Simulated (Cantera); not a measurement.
Feed: 1 mol CuO, 4 mol C, 19 mol H₂, equilibrated at 950 K.

Equilibrium computed with Cantera from the NASA thermochemical tables; the gas is ideal and each condensed phase is pure. Candidate condensed phases: C, C₆H₆, C₇H₈, C₈H₁₈, Cu, CuO, Cu(OH)₂, Cu₂O, H₂O; 113 gas species. Rates play no part.

x: gas mole fraction; n: condensed amount in mol.

| P (Pa) | x H₂ | x CH₄ | x H₂O | x CO | x CO₂ | n C(graphite) | n Cu(s) |
|---|---|---|---|---|---|---|---|
| 10 | 0.950 | 1.51e-5 | 4.44e-6 | 0.0500 | 4.18e-7 | 3.00 | 1.00 |
| 36 | 0.950 | [?] | [?] | 0.0500 | [?] | 3.00 | 1.00 |
| 130 | 0.950 | 0.000197 | 5.76e-5 | 0.0499 | 5.43e-6 | 3.00 | 1.00 |
| 460 | 0.949 | 0.000695 | 0.000203 | 0.0498 | 1.91e-5 | 2.99 | 1.00 |
| 1700 | 0.947 | 0.00256 | 0.000741 | 0.0493 | 6.91e-5 | 2.97 | 1.00 |
| 6000 | 0.941 | 0.00890 | 0.00251 | 0.0476 | 0.000228 | 2.88 | 1.00 |
| 22000 | 0.918 | 0.0310 | 0.00804 | 0.0426 | 0.000669 | 2.57 | 1.00 |
| 77000 | 0.852 | [?] | [?] | [?] | [?] | [?] | 1.00 |
| 280000 | 0.707 | 0.232 | 0.0388 | 0.0208 | 0.00204 | 0 | 1.00 |
| 1000000 | 0.674 | 0.261 | 0.0617 | 0.00336 | 0.000551 | 0 | 1.00 |

### Question
Fill in the missing entries.

### Answer

- 77000, x CH₄: 0.0937
- 77000, x H₂O: 0.0201
- 77000, x CO: 0.0329
- 77000, x CO₂: 0.00139
- 77000, n C(graphite): 1.71
- 36, x CH₄: 5.44e-5
- 36, x H₂O: 1.60e-5
- 36, x CO₂: 1.51e-6
